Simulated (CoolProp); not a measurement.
Properties of carbonyl sulfide along the isobar 0.609 MPa (Tc = 105.6 °C, pc = 6.369 MPa, ω = 0.098).

The numbers come from the reference Helmholtz-energy equation of state, Lemmon 2006 in CoolProp. It is a short technical equation, of lower accuracy than the large ones.

| T (°C) | phase | density (kg/m³) |
|---|---|---|
| 62.75 | gas | 13.76 |
| 69.35 | gas | 13.45 |
| 76.05 | gas | 13.16 |
| 82.65 | gas | 12.88 |
| 89.25 | gas | 12.62 |
| 95.95 | gas | 12.36 |
| 102.55 | gas | 12.12 |
| 109.25 | gas | 11.88 |
| 115.85 | gas | 11.66 |
| 122.55 | gas | 11.45 |
| 129.15 | gas | 11.24 |
| 135.75 | gas | 11.04 |
| 142.45 | gas | 10.85 |
| 149.05 | gas | 10.67 |
| 155.75 | gas | 10.49 |
